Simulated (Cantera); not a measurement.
Mixture: 3.51 % CO, 2.32 % H2, 3.86 % CH4, 19.0 % O2, 71.3 % N2, equivalence ratio 0.56, at 1.78 atm, adiabatic and at constant pressure. Ignition delay is the time to a rise of 400 K.

Cantera simulation using GRI-Mech 3.0 (53 species, 325 reactions); the numbers are that mechanism's predictions, not measurements.

Problem. Predict: delay at 1125 K; delay at 1275 K; delay at 1425 K; delay at 1575 K; delay at 1725 K; apparent activation energy between 1575 and 1725 K.

Solution. 
```json
{
  "delay at 1125 K": "1.52 ms",
  "delay at 1275 K": "0.412 ms",
  "delay at 1425 K": "0.148 ms",
  "delay at 1575 K": "65.5 µs",
  "delay at 1725 K": "33.7 µs",
  "apparent activation energy between 1575 and 1725 K": "100 kJ/mol"
}
```
